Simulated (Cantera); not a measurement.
What does this Cantera script print?

```python
import numpy as np
import cantera as ct

gas = ct.Solution("h2o2.yaml")
gas.TPX = 550, 86000, {'H2': 1, 'O2': 0.532, 'N2': 2}
flame = ct.FreeFlame(gas, width=0.044)
flame.set_refine_criteria(ratio=3, slope=0.08, curve=0.16)
flame.transport_model = "mixture-averaged"
flame.solve(loglevel=0, auto=True)
z, T = flame.grid, flame.T
thick = (T[-1] - T[0]) / np.gradient(T, z).max()
show = ['H2', 'O2', 'OH', 'H2O', 'H', 'HO2']
print(f"laminar burning velocity  {flame.velocity[0] * 100:.3f} cm/s")
print(f"burnt temperature         {T[-1]:.1f} K")
print(f"thermal thickness         {thick * 1e3:.4f} mm")
print(f"grid points               {len(z)}")
z0 = z[flame.heat_release_rate.argmax()]
print(f"{'z/mm':>9s}{'T/K':>9s}{'u/(m/s)':>9s}" + "".join(f"{s:>11s}" for s in show))
rows = []
for k in (-3, -2, -1.5, -1, -0.5, -0.25, 0, 0.25, 0.5, 1, 2, 4, 8):
    zz = z0 + k * thick
    rows.append([k * thick, np.interp(zz, z, T), np.interp(zz, z, flame.velocity),
                 *(np.interp(zz, z, flame.X[gas.species_index(s)]) for s in show)])
    print(f"{rows[-1][0] * 1e3:9.3f}{rows[-1][1]:9.1f}{rows[-1][2]:9.3f}" + "".join(f"{x:11.3e}" for x in rows[-1][3:]))
```

It prints:

```
laminar burning velocity  601.971 cm/s
burnt temperature         2465.4 K
thermal thickness         0.5523 mm
grid points               128
     z/mm      T/K  u/(m/s)         H2         O2         OH        H2O          H        HO2
   -1.657    550.0    6.020  2.831e-01  1.506e-01  3.730e-17  3.838e-13  1.181e-16  3.642e-13
   -1.105    550.0    6.020  2.831e-01  1.506e-01  2.073e-14  1.001e-10  1.344e-13  1.351e-10
   -0.828    550.0    6.020  2.831e-01  1.506e-01  3.901e-13  1.360e-09  6.547e-12  2.134e-09
   -0.552    550.0    6.019  2.831e-01  1.506e-01  3.727e-11  8.140e-08  2.989e-09  1.578e-07
   -0.276    558.9    6.094  2.799e-01  1.510e-01  2.049e-05  3.194e-04  5.420e-05  1.608e-04
   -0.138    750.7    7.998  2.491e-01  1.473e-01  7.796e-04  1.617e-02  4.394e-03  2.089e-04
    0.000   1204.2   12.374  1.452e-01  1.091e-01  3.551e-03  1.018e-01  3.388e-02  8.452e-05
    0.138   1530.3   15.515  5.910e-02  5.201e-02  1.030e-02  2.012e-01  5.415e-02  3.536e-05
    0.276   1684.3   16.951  4.305e-02  3.715e-02  1.391e-02  2.268e-01  4.974e-02  2.197e-05
    0.552   1846.4   18.395  4.027e-02  3.193e-02  1.662e-02  2.391e-01  3.798e-02  1.532e-05
    1.105   2009.4   19.790  3.709e-02  2.794e-02  1.815e-02  2.519e-01  2.627e-02  1.049e-05
    2.209   2163.6   21.063  3.177e-02  2.399e-02  1.822e-02  2.664e-01  1.647e-02  6.869e-06
    4.418   2296.4   22.125  2.512e-02  2.036e-02  1.679e-02  2.809e-01  9.365e-03  4.582e-06
```

Model: the H2/O2 subset of GRI-Mech 3.0, which has no nitrogen chemistry, integrated in Cantera. Burning velocities carry a grid error of a few per cent, more on coarse grids.
